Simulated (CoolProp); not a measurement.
Vapour-liquid equilibrium of propane (1) + R236EA (2) at 262.7 K; x and y are mole fractions of (1).

The numbers come from the multi-fluid Helmholtz-energy mixture model, Lemmon 2009 and Rui 2013; pair parameters Bell 2016 in CoolProp.

```tsv
x	bubble pressure (kPa)	y at the bubble point	dew pressure at overall composition x (kPa)	liquid density (mol/L)
0.05	115.8	0.587	51.41	10.15
0.2	240.9	0.815	60.94	10.36
0.35	289.2	0.855	74.73	10.58
0.5	304.9	0.867	96.45	10.84
0.65	313.3	0.877	135.7	11.16
0.8	324.8	0.899	225.5	11.57
0.95	337.9	0.960	336.8	12.09
```

No azeotrope shows between x = 0.05 and 0.95.

Pair parameters are fitted to limited data, so mixtures are less certain than the pure fluids. With so large a gap from Raoult's law the liquid may split in two, which this calculation doesn't test in full.
